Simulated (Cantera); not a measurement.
A Cantera script and its output.

```python
import numpy as np
import cantera as ct

gas = ct.Solution("gri30.yaml")
gas.TPX = 1825, 500000, {'CH4': 1, 'H2O': 1.3, 'H2': 0.31}
inlet = ct.Reservoir(gas, clone=True)

reactor = ct.IdealGasConstPressureReactor(gas, energy="off", clone=False)
exhaust = ct.Reservoir(gas, clone=True)
tau = [5.9, 1.4, 0.33, 0.079, 0.019, 0.0044, 0.0011][0]
for a, b in ((inlet, reactor), (reactor, exhaust)):
    ct.MassFlowController(a, b, mdot=lambda t: reactor.mass / tau)
net = ct.ReactorNet([reactor])
show = ['CH4', 'H2O', 'H2', 'C2H4', 'HO2', 'O2']

rows = []
print(f"{'tau/s':>10s}{'T/K':>9s}" + "".join(f"{s:>11s}" for s in show))
for tau in [5.9, 1.4, 0.33, 0.079, 0.019, 0.0044, 0.0011]:
    net.initial_time = 0.0
    net.advance(30 * tau)
    before = gas.X
    net.advance(40 * tau)
    drift = np.max(np.abs(gas.X - before) / (gas.X + 1e-9))
    rows.append([gas.T, *gas[show].X, drift])
    print(f"{tau:10.3e}{gas.T:9.1f}" + "".join(f"{x:11.3e}" for x in gas[show].X))
```

Output:

```
     tau/s      T/K        CH4        H2O         H2       C2H4        HO2         O2
 5.900e+00   1825.0  8.530e-03  7.522e-02  7.055e-01  1.820e-04  3.139e-14  1.016e-11
 1.400e+00   1825.0  1.626e-02  9.795e-02  6.834e-01  6.293e-04  5.425e-14  1.686e-11
 3.300e-01   1825.0  2.729e-02  1.424e-01  6.429e-01  1.552e-03  1.189e-13  3.405e-11
 7.900e-02   1825.0  4.286e-02  2.117e-01  5.805e-01  2.810e-03  2.780e-13  7.319e-11
 1.900e-02   1825.0  6.820e-02  2.951e-01  4.998e-01  3.847e-03  5.753e-13  1.499e-10
 4.400e-03   1825.0  1.158e-01  3.697e-01  4.086e-01  4.351e-03  9.334e-13  2.758e-10
 1.100e-03   1825.0  1.888e-01  4.208e-01  3.162e-01  5.284e-03  1.223e-12  4.465e-10
```

Computed with Cantera and GRI-Mech 3.0 (53 species, 325 reactions).
